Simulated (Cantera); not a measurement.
Feed: 1 mol Fe(CO)₅, 1.2 mol N₂, held at 0.133 bar.

Points: T (K) = 950, 1025, 1100, 1175, 1250, 1325, 1400, 1475.

Cantera's Mixture.equilibrate('TP', solver="vcs", rtol=1e-11, max_steps=5000) on the NASA tables stopped like this:

```
*******************************************************************************
CanteraError thrown by VCS_SOLVE::solve_tp_inner:
vcs_solve_TP: ERROR on step change wt[27:Fe2O3(s)]: -1.3877787807814457e-17 < 0.0
*******************************************************************************
```

Question: What got this run through?

Answer: This is not unique; one that fits is The failure is numerical, not chemical. The same input converged with solver="gibbs", rtol=1e-10, max_steps=50000, and the result passed a check of the equilibrium conditions:
```
log10 of partial pressures in bar; condensed amounts in mol
       T/K        CO        N2       CO2     C(gr)     Fe(a)     Fe(c)
       950    -1.041    -1.545    -1.858    0.5835         1         0
      1025    -0.987    -1.577    -2.437    0.1657         1         0
      1100    -0.973    -1.585    -3.001   0.04606         1         0
      1175    -0.970    -1.587    -3.507   0.01443         1         0
      1250    -0.969    -1.588    -3.955  0.005157         0         1
      1325    -0.969    -1.588    -4.351  0.002073         0         1
      1400    -0.969    -1.588    -4.703 0.0009218         0         1
      1475    -0.969    -1.588    -5.018 0.0004466         0         1
```

The gas is ideal and each condensed phase is pure. Condensed phases not in the tables: cementite and carbon dissolved in iron.
